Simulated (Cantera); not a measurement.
A closed system holds: 1 mol Si, a varied amount of Cl2, held at 475 °C and 69000 Pa.

Equilibrium computed with Cantera from the NASA thermochemical tables; the gas is ideal and each condensed phase is pure. Candidate condensed phases: Si; 9 gas species. Rates play no part.

Question: Which condensed phases are stable at each of these points (n(Cl2) (mol)): 0.6, 1.1, 1.7, 2.2, 2.8, 3.3, 3.8, 4.4, 4.9?

Answer: 
| n(Cl2) (mol) | condensed phases | Si condensed (%) |
|---|---|---|
| 0.6 | Si(s) | 70.0 |
| 1.1 | Si(s) | 45.0 |
| 1.7 | Si(s) | 15.0 |
| 2.2 | gas only | 0.0 |
| 2.8 | gas only | 0.0 |
| 3.3 | gas only | 0.0 |
| 3.8 | gas only | 0.0 |
| 4.4 | gas only | 0.0 |
| 4.9 | gas only | 0.0 |

From 0.6 mol Cl2 to 1.7 mol Cl2 the condensed part is Si(s). From 2.2 mol Cl2 to 4.9 mol Cl2 nothing is condensed.
